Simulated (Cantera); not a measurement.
An isothermal, constant-pressure homogeneous reactor starts with 11.6 % C2H6, 88.4 % N2, at 1773 K and 0.0602 atm.

Detailed kinetics in Cantera: GRI-Mech 3.0 (53 species, 325 reactions). GRI-Mech 3.0 stops at C3 and has no aromatics, soot or wall deposition, so with more carbon than oxygen in the feed, carbon stays in small species such as C2H2 where larger ones or solid carbon would form.

Question: Predict: x(C2H4) at 90.0 s; x(H) at 90.0 s; x(C2H2) at 90.0 s; x(C2H) at 90.0 s.

Answer: 
* **x(C2H4) at 90.0 s**: 3.04e-5 (gas-phase equilibrium 1.39e-5)
* **x(H) at 90.0 s**: 0.000503 (gas-phase equilibrium 0.000503)
* **x(C2H2) at 90.0 s**: 0.0942 (gas-phase equilibrium 0.0430)
* **x(C2H) at 90.0 s**: 1.96e-6 (gas-phase equilibrium 8.96e-7)
